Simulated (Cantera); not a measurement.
toluene + CO2 + N2 + NH3 (carbon deposition, reforming and gasification)

Charge: 1 mol toluene, 3.8 mol CO2, 1.8 mol N2, 2.3 mol NH3, at 16000 Pa.

Method: chemical equilibrium by Gibbs-energy minimisation in Cantera with the NASA 1993 tables (ideal gas, pure condensed phases). Candidate condensed phases: C, C6H6, C7H8, C8H18, H2O; 136 gas species. Kinetics and transport are ignored.

From 875 K to 2225 K the condensed part is C(graphite). The main C-bearing gas is CO throughout. The share of C in condensed phases is highest at 875 K (50.7 %) and lowest at 2225 K (27.7 %).

```json
[
 {"T (K)": "875", "x CO": "0.238", "x H2": "0.400", "x N2": "0.192", "x CO2": "0.0972", "x H2O": "0.0620", "x CH4": "0.0112", "x H": "7.93e-11", "n C(graphite)": "5.48"},
 {"T (K)": "1025", "x CO": "0.405", "x H2": "0.410", "x N2": "0.167", "x CO2": "0.00902", "x H2O": "0.00705", "x CH4": "0.00198", "x H": "6.98e-9", "n C(graphite)": "3.45"},
 {"T (K)": "1175", "x CO": "0.421", "x H2": "0.413", "x N2": "0.164", "x CO2": "0.000767", "x H2O": "0.000963", "x CH4": "0.000522", "x H": "1.97e-7", "n C(graphite)": "3.22"},
 {"T (K)": "1325", "x CO": "0.422", "x H2": "0.413", "x N2": "0.164", "x CO2": "0.000110", "x H2O": "0.000201", "x CH4": "0.000184", "x H": "2.63e-6", "n C(graphite)": "3.20"},
 {"T (K)": "1475", "x CO": "0.422", "x H2": "0.414", "x N2": "0.164", "x CO2": "2.37e-5", "x H2O": "5.76e-5", "x CH4": "7.96e-5", "x H": "2.09e-5", "n C(graphite)": "3.20"},
 {"T (K)": "1625", "x CO": "0.422", "x H2": "0.413", "x N2": "0.164", "x CO2": "6.86e-6", "x H2O": "2.09e-5", "x CH4": "4.02e-5", "x H": "0.000113", "n C(graphite)": "3.19"},
 {"T (K)": "1775", "x CO": "0.422", "x H2": "0.413", "x N2": "0.163", "x CO2": "2.48e-6", "x H2O": "9.01e-6", "x CH4": "2.28e-5", "x H": "0.000465", "n C(graphite)": "3.17"},
 {"T (K)": "1925", "x CO": "0.422", "x H2": "0.411", "x N2": "0.162", "x CO2": "1.06e-6", "x H2O": "4.44e-6", "x CH4": "1.41e-5", "x H": "0.00153", "n C(graphite)": "3.14"},
 {"T (K)": "2075", "x CO": "0.421", "x H2": "0.408", "x N2": "0.161", "x CO2": "5.15e-7", "x H2O": "2.42e-6", "x CH4": "9.32e-6", "x H": "0.00425", "n C(graphite)": "3.09"},
 {"T (K)": "2225", "x CO": "0.420", "x H2": "0.401", "x N2": "0.159", "x CO2": "2.77e-7", "x H2O": "1.42e-6", "x CH4": "6.41e-6", "x H": "0.0103", "n C(graphite)": "3.00"}
]
```
x: gas mole fraction; n: condensed amount in mol.
